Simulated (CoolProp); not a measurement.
A Linde-Hampson liquefier for dry air: isothermal reversible compression at 300 K from 1 atm to 30 MPa, throttling to 1 atm, return gas leaving the recuperator 5 K below the feed. Each further row changes one setting.

The numbers come from the reference Helmholtz-energy equation of state, Lemmon 2000 in CoolProp. It is a pseudo-pure fit of the blend.

```tsv
case	liquid yield per pass	compression work (kJ/kg of gas)
as stated	0.088	491
high pressure 60 MPa	___	___
warm-end temperature 330 K	0.063	544
warm-end gap 10 K	___	491
```

**Question.** Complete the blanks.

**Answer.** 
- high pressure 60 MPa, liquid yield per pass: 0.087
- high pressure 60 MPa, compression work (kJ/kg of gas): 565
- warm-end gap 10 K, liquid yield per pass: 0.077
